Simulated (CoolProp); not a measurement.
Vapour pressure (MPa) of hexamethyldisiloxane (MM): the reference equation beside estimates from Tc = 518.7 K, pc = 1.931 MPa, ω = 0.418.

Model: reference Helmholtz-energy equation of state, Thol 2016, in CoolProp.

```
T (K)  reference  Redlich-Kwong  Peng-Robinson
-----  ---------  -------------  -------------
302.8   0.007027        0.02947       0.007286
312.4    0.01103        0.04114        0.01132
321.9    0.01667        0.05587        0.01698
331.5    0.02456        0.07449        0.02486
341.1    0.03523        0.09738        0.03550
350.6    0.04916         0.1248        0.04938
360.2    0.06735         0.1578        0.06750
369.7    0.09019         0.1963        0.09027
379.3     0.1190         0.2416         0.1191
388.8     0.1541         0.2932         0.1542
398.4     0.1971         0.3529         0.1974
407.9     0.2482         0.4198         0.2488
417.5     0.3094         0.4959         0.3107
427.1     0.3816         0.5810         0.3839
436.6     0.4648         0.6745         0.4686
```

Absolute difference from the reference over all 15 rows, mean and median: Redlich-Kwong 140.8 and 117.7 %, Peng-Robinson 0.9 and 0.4 %.
